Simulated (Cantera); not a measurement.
An isothermal, constant-pressure homogeneous reactor starts with 28.6 % N2O, 71.4 % O2, at 1175 K and 100.0 Torr.

Cantera simulation using GRI-Mech 3.0 (53 species, 325 reactions); the numbers are that mechanism's predictions, not measurements. GRI-Mech 3.0 was tuned for natural gas; its chemistry of N2O as a main component is partial and can be far from experiment. The mechanism lacks the step 2 NO + O2 → 2 NO2, which can matter for NO2 below about 1400 K. The temperature is held fixed by assumption; the heat of reaction is taken as removed at once.

### Question
Predict: x(N2O) at 300 s; x(O2) at 300 s; x(O) at 300 s; x(NO) at 300 s; x(NO2) at 300 s; x(N2) at 300 s.

### Answer
| Item | Result |
|---|---|
| x(N2O) at 300 s | 2.21e-5 (gas-phase equilibrium 2.52e-9) |
| x(O2) at 300 s | 0.739 (gas-phase equilibrium 0.750) |
| x(O) at 300 s | 3.56e-8 (gas-phase equilibrium 3.49e-8) |
| x(NO) at 300 s | 0.0212 (gas-phase equilibrium 0.000172) |
| x(NO2) at 300 s | 0.000269 (gas-phase equilibrium 2.26e-6) |
| x(N2) at 300 s | 0.239 (gas-phase equilibrium 0.250) |
